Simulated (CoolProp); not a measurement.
R1132(E) along the isobar 6500 kPa: density (kg/m³) from the reference equation and from simpler models built on Tc = 348.8 K, pc = 5174 kPa, ω = 0.245; each cubic takes its own stable root.

Model: reference Helmholtz-energy equation of state, Akasaka 2024, in CoolProp.

```csv
T (K),phase,reference
318.1,liquid,870.9
328.3,liquid,823.2
338.6,liquid,763.7
348.8,liquid,680.9
359.1,supercritical,489.8
369.3,supercritical,286.1
379.5,supercritical,230.4
389.8,supercritical,201.6
400,supercritical,182.8
```

**Question.** How far does each simpler model (van der Waals, Redlich-Kwong, Soave-Redlich-Kwong, Peng-Robinson) lie from the reference over these 9 states: mean and median of the absolute difference, and the worst?

**Answer.** 
- van der Waals: mean 21.3 %, median 17.0 %, worst -36.8 % at 318.1 K and 6500 kPa
- Redlich-Kwong: mean 10.6 %, median 11.2 %, worst -19.6 % at 348.8 K and 6500 kPa
- Soave-Redlich-Kwong: mean 11.1 %, median 13.6 %, worst -19.6 % at 348.8 K and 6500 kPa
- Peng-Robinson: mean 4.7 %, median 2.7 %, worst -11.6 % at 359.1 K and 6500 kPa
